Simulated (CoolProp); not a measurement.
The numbers come from the reference Helmholtz-energy equation of state, Fiedler 2023 in CoolProp.

Give the vapour pressure (MPa), liquid density (kg/m³), liquid cp (kJ/(kg K)), vapour Z of saturated tetrahydrofuran at 316.4, 341, 463.9 K.


```json
[
 {"T (K)": "316.4", "p (MPa)": "0.0456", "liquid density (kg/m³)": "862", "liquid cp (kJ/(kg K))": "1.79", "vapour Z": "0.985"},
 {"T (K)": "341", "p (MPa)": "0.108", "liquid density (kg/m³)": "834", "liquid cp (kJ/(kg K))": "1.89", "vapour Z": "0.971"},
 {"T (K)": "463.9", "p (MPa)": "1.75", "liquid density (kg/m³)": "664", "liquid cp (kJ/(kg K))": "2.56", "vapour Z": "0.772"}
]
```
